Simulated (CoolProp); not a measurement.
Vapour-liquid equilibrium of m-xylene (1) + o-xylene (2) at 401.4 K; x and y are mole fractions of (1).

Values from CoolProp's multi-fluid Helmholtz-energy mixture model, Zhou 2012 and Zhou 2012; pair parameters Bell 2016.

Question: Give the bubble pressure and the first vapour's composition at x = 0.15, 0.25, 0.85. Is there an azeotrope?

Answer: x = 0.15: 0.6625 bar, y = 0.169; x = 0.25: 0.6728 bar, y = 0.278; x = 0.85: 0.7366 bar, y = 0.867. No azeotrope shows between x = 0.05 and 0.95.

The pair parameters rest on a limited set of measurements; away from them the model extrapolates.
